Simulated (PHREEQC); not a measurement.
Consider water at 2 °C with 0.74 mol/kgw KHCO3, 0.081 mol/kgw NaOH and 0.67 mol/kgw KCl. Closed to the air; pH follows from the charge balance.

Equilibrium calculation in PHREEQC: ion-association model, wateq4f.dat.

No solid was allowed to form.

Order these C species by the share of C that they hold, largest first: HCO3-, NaCO3-, CO3-2, CO2, NaHCO3.

HCO3- (88 %), CO3-2 (10 %), NaHCO3 (1.1 %), NaCO3- (0.74 %), CO2 (0.12 %)

Order these Na species by the share of Na that they hold, largest first: NaCO3-, NaHCO3, Na+.

Na+ (83 %), NaHCO3 (10 %), NaCO3- (6.8 %)

The pH is 9.09 and the ionic strength 1.55 mol/kgw. Caution: at this ionic strength the ion-association model is outside its range; a Pitzer model would be the better tool where its parameters exist. Complexes and solids missing from the database can't appear. Constants without temperature data keep their 25 °C values here.
